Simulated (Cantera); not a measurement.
# Diamond growth

A diamond (100) surface in a fixed gas of H2 with x(CH4) = 0.0051, x(H) = 0.05, x(CH3) = 3.7e-05, at 1050 K; coverages are run to steady state.

Model: the Harris–Goodwin 1993 mechanism for the reconstructed diamond (100) surface, integrated in Cantera.

| P (Pa) | growth (µm/h) | θ c6HH | θ c6H* | θ c6*H | θ c6** | θ c6HM |
|---|---|---|---|---|---|---|
| 970 | 0.223 | 0.552 | 0.0230 | 0.411 | 0.0138 | 0.000312 |
| 1500 | 0.352 | 0.552 | 0.0231 | 0.411 | 0.0138 | 0.000319 |
| 2200 | 0.524 | 0.552 | 0.0232 | 0.411 | 0.0138 | 0.000323 |
| 3300 | 0.793 | 0.552 | 0.0233 | 0.410 | 0.0138 | 0.000326 |
| 5000 | 1.21 | 0.552 | 0.0235 | 0.410 | 0.0138 | 0.000328 |
| 7500 | 1.83 | 0.552 | 0.0237 | 0.410 | 0.0139 | 0.000330 |
| 11000 | 2.69 | 0.552 | 0.0241 | 0.410 | 0.0140 | 0.000332 |
| 17000 | 4.18 | 0.552 | 0.0247 | 0.409 | 0.0141 | 0.000333 |
θ: site fractions in the mechanism's names (c6HH fully hydrogenated, c6H* and c6*H radical sites, c6** diradical, c6HM methylated).
